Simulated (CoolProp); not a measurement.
A closed Brayton cycle with nitrogen: compressor inlet 328.15 K and 4.8 MPa, high pressure 9.94 MPa, turbine inlet 895 K, compressor efficiency 0.89, turbine efficiency 0.93, recuperator effectiveness 0.9 (on enthalpy, no pinch check). Each further row changes one setting.

The numbers come from the reference Helmholtz-energy equation of state, Span 2000 in CoolProp.

| case | thermal efficiency (%) | net work (kJ/kg) | compressor to turbine work | compressor exit (K) | turbine exit (K) |
|---|---|---|---|---|---|
| as stated | 37.3 | 77.7 | 0.54 | 414.5 | 749.5 |
| turbine inlet 845 K | 35.2 | 68.3 | 0.57 | 414.5 | 706.3 |
| compressor inlet 338.15 K | 36.2 | 74.8 | 0.56 | 427.0 | 749.5 |
| high pressure 8.45 MPa | 36.3 | 64.8 | 0.51 | 393.7 | 780.0 |
| recuperator effectiveness 0.5 | 21.9 | 77.7 | 0.54 | 414.5 | 749.5 |
